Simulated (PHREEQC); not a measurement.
A made-up water analysis in mmol/kgw, 25 °C, pH 6.39, pe 9.6:

| constituent | mmol/kgw |
|---|---|
| Na | 285 |
| K | 1.62 |
| Ca | 33.2 |
| Mg | 32.3 |
| Cl | 361 |
| S(6) | 27 |
| Alkalinity (meq/kgw) | 2.96 |
| Ni | 3.59 |

Valence states are taken as typed.

The numbers come from PHREEQC with the ion-association model, wateq4f.dat.

| Item | Result |
|---|---|
| ionic strength | 0.469 mol/kgw |
| activity of water | 0.988 |
| charge-balance error | 0.9 % |

| species | molality | activity | log γ |
|---|---|---|---|
| Cl- | 0.360 | 0.233 | -0.188 |
| Na+ | 0.281 | 0.199 | -0.149 |
| Ca+2 | 0.0291 | 0.00765 | -0.580 |
| Mg+2 | 0.0273 | 0.00804 | -0.531 |
| SO4-2 | 0.0137 | 0.00289 | -0.676 |
| MgSO4 | 0.00488 | 0.00544 | 0.047 |
| NaSO4- | 0.00415 | 0.00288 | -0.158 |

No solid was allowed to form. Species that the database lacks are ignored. The database's nickel carbonate constants are estimates that later reviews lower a good deal.
